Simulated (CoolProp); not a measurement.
Properties of R245fa along the isobar 29.3 bar (Tc = 153.9 °C, pc = 36.51 bar, ω = 0.378).

The numbers come from the reference Helmholtz-energy equation of state, Akasaka 2015 in CoolProp.

```csv
T (°C),phase,Z,expansivity (1/kK),Prandtl number
-96.75,liquid,0.1639,(withheld),30.7
-88.65,liquid,0.1584,1.375,24.4
-80.45,liquid,0.1534,1.399,(withheld)
-72.35,liquid,0.1489,1.423,16.9
-64.25,liquid,0.1448,1.450,14.5
-56.05,liquid,(withheld),1.478,12.7
-47.95,liquid,0.1376,1.509,11.3
-39.75,liquid,0.1344,(withheld),10.2
-31.65,liquid,0.1316,1.577,9.30
-23.55,liquid,(withheld),1.616,8.54
-15.35,liquid,0.1265,(withheld),7.89
-7.25,liquid,0.1244,1.705,7.35
0.95,liquid,0.1224,1.757,6.87
9.05,liquid,0.1206,(withheld),6.45
17.25,liquid,0.1190,1.881,(withheld)
25.35,liquid,0.1176,1.955,5.74
```

Q: Fill in the missing entries.

A: 
- -96.75, expansivity (1/kK): 1.355
- -80.45, Prandtl number: 20.0
- -56.05, Z: 0.1410
- -39.75, expansivity (1/kK): 1.542
- -23.55, Z: 0.1290
- -15.35, expansivity (1/kK): 1.658
- 9.05, expansivity (1/kK): 1.815
- 17.25, Prandtl number: 6.08

Viscosity comes from a separate model (Bell 2016), an estimate that may be off by 10 % or more. Thermal conductivity comes from a separate model (Huber 2003), an estimate that may be off by 10 % or more.
